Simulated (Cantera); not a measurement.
An isothermal, constant-pressure homogeneous reactor starts with NO : N₂ = 1 : 7.4 (molar parts), at 1700 K and 750 Torr. Integrator tolerance rtol = 1e-08.

Detailed kinetics in Cantera: GRI-Mech 3.0 (53 species, 325 reactions).

**Question.** What does this change do: temperature 1700 to 1675 K?

**Answer.** 
```
quantity                                          before                                    after
---------------  ---------------------------------------  ---------------------------------------
x(NO) at 200 s    0.0131 (gas-phase equilibrium 0.00168)   0.0193 (gas-phase equilibrium 0.00153)
x(N₂) at 200 s       0.934 (gas-phase equilibrium 0.940)      0.931 (gas-phase equilibrium 0.940)
x(NO₂) at 200 s  2.06e-5 (gas-phase equilibrium 2.78e-6)  3.13e-5 (gas-phase equilibrium 2.68e-6)
x(N₂O) at 200 s  1.67e-7 (gas-phase equilibrium 1.07e-7)  2.31e-7 (gas-phase equilibrium 9.80e-8)
x(O₂) at 200 s     0.0529 (gas-phase equilibrium 0.0587)    0.0498 (gas-phase equilibrium 0.0588)
```
